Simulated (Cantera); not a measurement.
What does this Cantera script print?

```python
import numpy as np
import cantera as ct

gas_names = """
    H HO2 H2 H2O H2O2 O OH O2 O3 V VO VO2
""".split()
cond_names = """
    H2O(s) H2O(L) V(cr) V(L) VO(s) VO(L) V2O3(s) V2O3(L) V2O4(I) V2O4(II) V2O4(L) V2O5(s) V2O5(L)
""".split()


def load(file, names, dense=False):
    # The tables refer to 1 bar. Condensed volumes are neglected.
    table = {s.name: s for s in ct.Species.list_from_file(file)}
    out = []
    for n in names:
        d = dict(table[n].input_data)
        d["thermo"] = dict(d["thermo"], **{"reference-pressure": 1e5})
        if dense:
            d["equation-of-state"] = {"model": "constant-volume", "density": "1e6 g/cm^3"}
        out.append(ct.Species.from_dict(d))
    return out


gas = ct.Solution(thermo="ideal-gas", species=load("nasa_gas.yaml", gas_names))
cond = {s.name: ct.Solution(thermo="fixed-stoichiometry", species=[s], name=s.name)
        for s in load("nasa_condensed.yaml", cond_names, dense=True)}
atoms = {
    'V2O3': {'V': 2, 'O': 3},
    'H2': {'H': 2},
    'H2O': {'H': 2, 'O': 1},
}
top_T = {}  # K; cautious upper limits of use, not melting points


def equilibrate(T, P, feed):
    n = {}
    for name, mol in feed.items():
        for a, k in atoms[name].items():
            n[a] = n.get(a, 0.0) + k * mol
    gas.TPX = T, P, n
    mass = sum(n.values()) * gas.mean_molecular_weight
    gas.equilibrate("TP")
    valid = [c for c in cond.values() if c.min_temp <= T <= top_T.get(c.name, c.max_temp)]
    mix = ct.Mixture([(gas, mass / gas.mean_molecular_weight)] + [(c, 0.0) for c in valid])
    mix.T, mix.P = T, P
    mix.equilibrate("TP", solver="vcs", rtol=1e-11, max_steps=5000)
    return mix


results = []
T = 1148.15  # K
P = 690000  # Pa
for m in [0.15, 0.27, 0.39, 0.51, 0.63, 0.74, 0.86, 0.98]:
    feed = {'V2O3': 1, 'H2': 1500, 'H2O': m}  # mol
    mix = equilibrate(T, P, feed)
    results.append((T, P, feed, dict(zip(mix.species_names, mix.species_moles))))

top = {s: max(r[3][s] / sum(r[3][g] for g in gas_names) for r in results) for s in gas_names}
cols = sorted((s for s in top if top[s] > 1e-05), key=lambda s: -top[s])[:6]
seen = [c for c in cond_names if any(r[3].get(c, 0) > 1e-12 for r in results)]
print("log10 of partial pressures in bar; condensed amounts in mol")
print(f"{'n(H2O)':>10s}" + "".join(f"{s[:9]:>10s}" for s in cols + seen))
for T, P, feed, n in results:
    ng = sum(n[g] for g in gas_names)
    print(f"{feed['H2O']:10.4g}" + "".join(f"{np.log10(max(n[s] / ng * P / 1e5, 1e-99)):10.3f}" for s in cols)
          + "".join(f"{n.get(c, 0):10.4g}" for c in seen))
```

It prints:

```
log10 of partial pressures in bar; condensed amounts in mol
    n(H2O)        H2       H2O     VO(s)   V2O3(s)
      0.15     0.839    -2.713    0.5414    0.7293
      0.27     0.839    -2.713    0.3015    0.8492
      0.39     0.839    -2.713   0.06157    0.9692
      0.51     0.839    -2.630         0         1
      0.63     0.839    -2.538         0         1
      0.74     0.839    -2.468         0         1
      0.86     0.839    -2.403         0         1
      0.98     0.839    -2.346         0         1
```

These are equilibrium values from Cantera (NASA tables, ideal gas, pure condensed phases), not measurements of a reactor. Mutual solubility and eutectic melting of coexisting phases are not modelled. VO: taken at fixed stoichiometry. Condensed phases not in the tables: the oxides between V2O3 and V2O5 other than VO2.
